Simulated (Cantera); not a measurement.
## Reactions in the system C-Cl-Si

Source: NASA polynomial tables (part measured, part estimated), evaluated in Cantera. Values are per mole of reaction as written; species without (g) are pure solids or liquids, kept so even where they would boil at 1 bar.

2 Cl2(g) + SiC2(g) ⇌ SiCl4(g) + 2 C

```
T (K)  ΔH° (kJ)  ΔS° (J/K)  ΔG° (kJ)  log10 K
-----  --------  ---------  --------  -------
1025    -1270.9     -331.6    -931.0    47.44
1050    -1270.5     -331.2    -922.7    45.90
1075    -1270.1     -330.8    -914.5    44.43
1100    -1269.7     -330.4    -906.2    43.03
1125    -1269.2     -330.0    -897.9    41.69
1150    -1268.8     -329.6    -889.7    40.41
1175    -1268.3     -329.2    -881.5    39.18
1200    -1267.9     -328.9    -873.2    38.01
1225    -1267.4     -328.5    -865.0    36.88
1250    -1267.0     -328.1    -856.8    35.80
```
